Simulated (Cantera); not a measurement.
## Thermodynamics of silicon oxide and oxynitride deposition, feed SiH₄ + CO₂ + N₂

A closed system holds: 1 mol SiH₄, 4.3 mol CO₂, 6.9 mol N₂, equilibrated at 100000 Pa.

Equilibrium computed with Cantera from the NASA thermochemical tables; the gas is ideal and each condensed phase is pure. Candidate condensed phases: C, C₆H₆, C₇H₈, C₈H₁₈, H₂O, Si, SiC, SiO₂, Si₂N₂O, Si₃N₄; 151 gas species. The tables hold silica as quartz up to 1696 K and as liquid above; real silica turns to tridymite and cristobalite and melts near 1996 K. Gases not in the tables: Si(OH)₄. The numbers say what is thermodynamically allowed, not how fast it happens.

```
T (°C)   x N₂     x CO   x CO₂   x H₂O    x H₂     x CH₄  n C(graphite)  n SiO₂(α-quartz)  n SiO₂(β-quartz)
------  -----  -------  ------  ------  ------  --------  -------------  ----------------  ----------------
350     0.611  0.00118   0.223   0.137  0.0154    0.0121           1.63              1.00                 0
425     0.603  0.00718   0.226   0.117  0.0355    0.0112           1.50              1.00                 0
500     0.587   0.0301   0.221  0.0903  0.0630   0.00841           1.26              1.00                 0
575     0.560   0.0916   0.191  0.0612  0.0905   0.00525          0.748                 0              1.00
650     0.525    0.187   0.138  0.0392   0.109   0.00219              0                 0              1.00
725     0.523    0.198   0.128  0.0467   0.105  0.000193              0                 0              1.00
800     0.523    0.205   0.121  0.0534  0.0981   2.16e-5              0                 0              1.00
875     0.523    0.211   0.115  0.0593  0.0922   3.18e-6              0                 0              1.00
950     0.523    0.216   0.110  0.0645  0.0870   5.90e-7              0                 0              1.00
1025    0.523    0.221   0.105  0.0690  0.0825   1.33e-7              0                 0              1.00
1100    0.523    0.224   0.101  0.0730  0.0785   3.51e-8              0                 0              1.00
1175    0.523    0.228  0.0978  0.0764  0.0751   1.07e-8              0                 0              1.00
1250    0.523    0.231  0.0948  0.0794  0.0721   3.66e-9              0                 0              1.00
1325    0.523    0.234  0.0922  0.0821  0.0694   1.39e-9              0                 0              1.00
```
x: gas mole fraction; n: condensed amount in mol.

From 350 °C to 500 °C the condensed part is C(graphite) + SiO₂(α-quartz). At 575 °C the condensed part is C(graphite) + SiO₂(β-quartz). From 650 °C to 1325 °C the condensed part is SiO₂(β-quartz).
